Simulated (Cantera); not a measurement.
A Cantera script and its output.

```python
import numpy as np
import cantera as ct

gas = ct.Solution("gri30.yaml")
gas.TPX = 1050, 560000, {'CH3OH': 0.02, 'O2': 0.0051, 'N2': 1}
inlet = ct.Reservoir(gas, clone=True)

reactor = ct.IdealGasConstPressureReactor(gas, energy="off", clone=False)
exhaust = ct.Reservoir(gas, clone=True)
tau = [2.3, 1.1, 0.57, 0.28, 0.14, 0.07, 0.035, 0.017, 0.0087][0]
for a, b in ((inlet, reactor), (reactor, exhaust)):
    ct.MassFlowController(a, b, mdot=lambda t: reactor.mass / tau)
net = ct.ReactorNet([reactor])
show = ['CH3OH', 'O2', 'CH2CO', 'N2O', 'CO', 'CH3']

rows = []
print(f"{'tau/s':>10s}{'T/K':>9s}" + "".join(f"{s:>11s}" for s in show))
for tau in [2.3, 1.1, 0.57, 0.28, 0.14, 0.07, 0.035, 0.017, 0.0087]:
    net.initial_time = 0.0
    net.advance(30 * tau)
    before = gas.X
    net.advance(40 * tau)
    drift = np.max(np.abs(gas.X - before) / (gas.X + 1e-9))
    rows.append([gas.T, *gas[show].X, drift])
    print(f"{tau:10.3e}{gas.T:9.1f}" + "".join(f"{x:11.3e}" for x in gas[show].X))
```

Output:

```
     tau/s      T/K      CH3OH         O2      CH2CO        N2O         CO        CH3
 2.300e+00   1050.0  1.318e-04  7.021e-05  4.339e-08  2.744e-09  1.553e-02  3.355e-09
 1.100e+00   1050.0  2.567e-04  8.189e-05  8.494e-08  3.517e-09  1.548e-02  3.798e-09
 5.700e-01   1050.0  4.262e-04  9.133e-05  1.543e-07  3.829e-09  1.546e-02  5.022e-09
 2.800e-01   1050.0  6.968e-04  1.025e-04  2.896e-07  3.785e-09  1.538e-02  7.489e-09
 1.400e-01   1050.0  1.087e-03  1.159e-04  5.181e-07  3.467e-09  1.518e-02  1.151e-08
 7.000e-02   1050.0  1.665e-03  1.341e-04  8.789e-07  3.006e-09  1.475e-02  1.752e-08
 3.500e-02   1050.0  2.527e-03  1.616e-04  1.360e-06  2.506e-09  1.396e-02  2.498e-08
 1.700e-02   1050.0  3.912e-03  2.143e-04  1.781e-06  2.017e-09  1.253e-02  3.077e-08
 8.700e-03   1050.0  5.973e-03  3.351e-04  1.549e-06  1.620e-09  1.032e-02  2.661e-08
```

Cantera simulation using GRI-Mech 3.0 (53 species, 325 reactions); the numbers are that mechanism's predictions, not measurements. GRI-Mech 3.0 was tuned for natural gas; its chemistry of methanol as a main component is partial and can be far from experiment.
